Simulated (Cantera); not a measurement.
An isothermal, constant-pressure homogeneous reactor starts with 0.422 % H2, 24.8 % O2, 74.4 % N2, 0.397 % H2O, at 1050 K and 0.0133 bar.

Detailed kinetics in Cantera: GRI-Mech 3.0 (53 species, 325 reactions). Radical loss at walls, strong at low pressure, is not modelled.

x: mole fraction; the columns are a selection and need not sum to one.

```tsv
t (s)	x H2	x O2	x HO2	x NO	x H2O2
0.000100	0.00422	0.248	3.74e-12	<1e-12	<1e-12
0.000228	0.00422	0.248	8.52e-12	<1e-12	<1e-12
0.000518	0.00422	0.248	1.94e-11	<1e-12	<1e-12
0.00118	0.00422	0.248	4.44e-11	<1e-12	<1e-12
0.00268	0.00422	0.248	1.02e-10	<1e-12	<1e-12
0.00611	0.00422	0.248	2.42e-10	<1e-12	<1e-12
0.0139	0.00422	0.248	1.02e-9	<1e-12	<1e-12
0.0316	0.00407	0.248	6.49e-7	<1e-12	8.70e-10
0.0720	…	0.245	…	…	…
0.164	3.17e-5	0.245	6.66e-7	1.23e-8	1.36e-8
0.373	1.29e-5	0.246	4.62e-7	1.52e-8	1.28e-8
0.848	3.69e-6	0.246	2.49e-7	1.59e-8	1.04e-8
1.93	8.55e-7	0.246	1.04e-7	1.61e-8	6.62e-9
4.39	1.93e-7	0.246	3.60e-8	1.61e-8	3.14e-9
10.0	4.75e-8	0.246	1.16e-8	1.62e-8	1.21e-9
```

Task: Fill in the missing entries.

Result: 
- 0.0720, x H2: 7.41e-5
- 0.0720, x HO2: 8.41e-7
- 0.0720, x NO: 5.44e-9
- 0.0720, x H2O2: 1.64e-8
